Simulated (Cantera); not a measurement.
Gas mixture: 42.6 % C2H4, 57.4 % NH3, at 0.000170 bar, frozen composition.

Cantera's kinetic-theory transport with the Lennard-Jones parameters of GRI-Mech 3.0, ideal gas; thermal conductivity in the multicomponent form. Polar gases are described roughly by these parameters. The composition is frozen, though it would react at the higher temperatures.

One state of this run: ρ (kg/m³) = 2.78e-5; cp (J/kg/K) = 3995; μ (µPa s) = 44.5; λ (mW/m/K) = 241; Pr = 0.737; D (cm²/s) OH = 32500; D (cm²/s) H2 = 74300; D (cm²/s) CO2 = 17500. D: mixture-averaged diffusion coefficient of that species in the mixture.

Task: Which value of T (K) does it belong to?
A) 1600
B) 1000
C) 1800
D) 1400

Result: A, 1600
